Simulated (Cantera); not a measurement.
A closed system holds: 1 mol Al, 0.63 mol HCl, a varied amount of N₂, at 0.00133 bar.

These are equilibrium values from Cantera (NASA tables, ideal gas, pure condensed phases), not measurements of a reactor. Candidate condensed phases: Al, AlCl₃, AlN, NH₄Cl; 20 gas species. The tables' values for AlCl₂ are old estimates. Kinetics and transport are ignored.

Stable condensed phases, one row left out:

```
T in K \ n(N₂) in mol
         1.3 2.3 3.9 6.6  11  19  33  57  98 170 290 490
   1948    A   A   A   A   A   A   A   A   A   A   A   A
   1848    B   B   B   B   B   A   A   A   A   A   A   A
   1648    B   B   B   B   B   B   B   B   B   B   B   B
   1548    B   B   B   B   B   B   B   B   B   B   B   B
   1448    B   B   B   B   B   B   B   B   B   B   B   B
   1348    B   B   B   B   B   B   B   B   B   B   B   B
   1248    B   B   B   B   B   B   B   B   B   B   B   B
   1148    B   B   B   B   B   B   B   B   B   B   B   B
   1048    B   B   B   B   B   B   B   B   B   B   B   B
    948    B   B   B   B   B   B   B   B   B   B   B   B
    848    B   B   B   B   B   B   B   B   B   B   B   B
```

A: gas only; B: AlN.

**Question.** Give the row for 1748 K.

**Answer.** 1.3: AlN; 2.3: AlN; 3.9: AlN; 6.6: AlN; 11: AlN; 19: AlN; 33: AlN; 57: AlN; 98: AlN; 170: AlN; 290: gas only; 490: gas only.
